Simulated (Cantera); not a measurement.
# Adiabatic ignition

An adiabatic, constant-volume homogeneous reactor starts with 3.76 % C₃H₈, 20.2 % O₂, 76.0 % N₂, equivalence ratio 0.93, at 1025 K and 1.00 bar.

Cantera simulation using GRI-Mech 3.0 (53 species, 325 reactions); the numbers are that mechanism's predictions, not measurements. GRI-Mech 3.0 was tuned for natural gas; its chemistry of propane as a main component is partial and can be far from experiment.

```csv
t (s),T (K),P (bar),x C₃H₈,x O₂,x CO,x HCO,x N₂O
5.00e-6,1025,1.00,0.0376,0.202,<1e-12,<1e-12,<1e-12
1.46e-5,1025,1.00,0.0376,0.202,<1e-12,<1e-12,<1e-12
4.29e-5,1025,1.00,0.0376,0.202,<1e-12,<1e-12,<1e-12
0.000126,1025,1.000,0.0376,0.202,<1e-12,<1e-12,<1e-12
0.000368,1025,1.000,0.0376,0.202,2.28e-12,<1e-12,<1e-12
0.00108,1025,1.000,0.0376,0.202,1.00e-10,<1e-12,<1e-12
0.00316,1025,1.000,0.0376,0.202,5.94e-9,<1e-12,<1e-12
0.00926,1025,1.00,0.0376,0.202,1.44e-7,1.40e-12,1.66e-12
0.0271,1025,1.00,0.0374,0.202,1.76e-6,5.27e-12,5.22e-12
0.0795,1025,1.00,0.0370,0.202,1.95e-5,2.09e-11,1.90e-11
0.233,1030,1.01,0.0342,0.200,0.000371,2.31e-10,1.19e-10
0.683,2780,2.91,<1e-12,0.0249,0.0361,4.42e-8,1.05e-6
2.00,2780,2.91,<1e-12,0.0249,0.0361,4.42e-8,1.05e-6
```
x: mole fraction; the columns are a selection and need not sum to one.

```
Quantity                                                           Value
---------------------------------  -------------------------------------
time of steepest temperature rise                                0.311 s
temperature at 2.00 s                                             2780 K
equilibrium temperature                                           2780 K
x(C₃H₈) at 2.00 s                  <1e-12 (gas-phase equilibrium <1e-12)
x(O₂) at 2.00 s                    0.0249 (gas-phase equilibrium 0.0249)
x(CO) at 2.00 s                    0.0361 (gas-phase equilibrium 0.0361)
```
